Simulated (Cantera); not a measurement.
Input: 1 mol SiO₂, 3.1 mol CO, equilibrated at 0.000170 bar.

Equilibrium computed with Cantera from the NASA thermochemical tables; the gas is ideal and each condensed phase is pure. Candidate condensed phases: C, Si, SiC, SiO₂; 20 gas species. The tables hold silica as quartz up to 1696 K and as liquid above; real silica turns to tridymite and cristobalite and melts near 1996 K. The numbers say what is thermodynamically allowed, not how fast it happens. All values below are at 1623 K.

Base state: CO 0.982, SiO 0.00921, CO₂ 0.00921 (mole fractions); condensed: SiO₂(β-quartz).

Q: What changes in the equilibrium state with this change: SiO₂ replaced by TiO₂?

A: 
```
species               before   after
-------------------  -------  ------
CO                     0.982   0.988
CO₂                  0.00921  0.0118
SiO                  0.00921       0
SiO₂(β-quartz), mol    0.971       0
TiO₂(rutile), mol          0   0.853
Ti₄O₇(s), mol              0  0.0367
```
Mutual solubility and eutectic melting of coexisting phases are not modelled. Condensed phases not in the tables: Magnéli phases beyond Ti₄O₇. Further candidate phases: Ti, TiC, TiO, TiO₂, Ti₂O₃, Ti₃O₅, Ti₄O₇.
